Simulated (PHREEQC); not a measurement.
A made-up water analysis in mmol/kgw, 25 °C, pH 4.04, pe 10.5:

```tsv
constituent	mmol/kgw
Na	2.56
K	3.99
Ca	0.27
Mg	0.0464
Cl	2.39
S(6)	2.46
O(0) (counted as O atoms)	0.0154
```

Valence states are taken as typed.

Model: ion-association model, phreeqc.dat, run in PHREEQC.

This is a speciation only: nothing precipitates in the calculation.

**Question.** Estimate the specific conductance, charge-balance error.

**Answer.** specific conductance 946 µS/cm; charge-balance error -0.1 %.

**Question.** In which forms is Ca present?

**Answer.** Ca+2 84 %, CaSO4 16 % of the Ca.

Species that the database lacks are ignored.
